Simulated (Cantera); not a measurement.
Charge: 1 mol SiCl4, 6.8 mol N2, 12 mol H2, at 0.0100 bar.

Method: chemical equilibrium by Gibbs-energy minimisation in Cantera with the NASA 1993 tables (ideal gas, pure condensed phases). Candidate condensed phases: NH4Cl, Si, Si3N4; 28 gas species. N2 is the only nitrogen source here; it is nearly inert below about 1500 K, so the nitride shown seldom forms there in practice. The tables' values for SiCl3 are old estimates; treat these amounts as uncertain. Rates play no part. All values below are at 1177 °C.

Base state: H2 0.502, N2 0.308, HCl 0.182, SiCl2 0.00641, SiCl3 0.000573, SiCl4 0.000187, H 6.70e-5, SiHCl3 4.45e-5 (mole fractions); condensed: Si3N4(s).

What changes in the equilibrium state with this change: N2 from 6.8 to 24 mol?


```json
[
 {"species": "N2", "before": "0.308", "after": "0.626"},
 {"species": "H2", "before": "0.502", "after": "0.270"},
 {"species": "HCl", "before": "0.182", "after": "0.102"},
 {"species": "SiCl2", "before": "0.00641", "after": "0.00231"},
 {"species": "SiHCl3", "before": "4.45e-5", "after": "8.94e-6"},
 {"species": "SiCl4", "before": "0.000187", "after": "3.90e-5"},
 {"species": "SiCl3", "before": "0.000573", "after": "0.000157"},
 {"species": "H", "before": "6.70e-5", "after": "4.91e-5"},
 {"species": "Cl", "before": "1.98e-5", "after": "1.51e-5"},
 {"species": "Si3N4(s), mol", "before": "0.285", "after": "0.302"}
]
```

What changes in the equilibrium state with this change: N2 from 6.8 to 0.6 mol?


| species | before | after |
|---|---|---|
| H2 | 0.502 | 0.741 |
| HCl | 0.182 | 0.202 |
| SiCl2 | 0.00641 | 0.0331 |
| N2 | 0.308 | 0.0199 |
| SiH2Cl2 | 1.63e-6 | 1.25e-5 |
| SiHCl3 | 4.45e-5 | 0.000255 |
| Si3N4(s), mol | 0.285 | 0.158 |
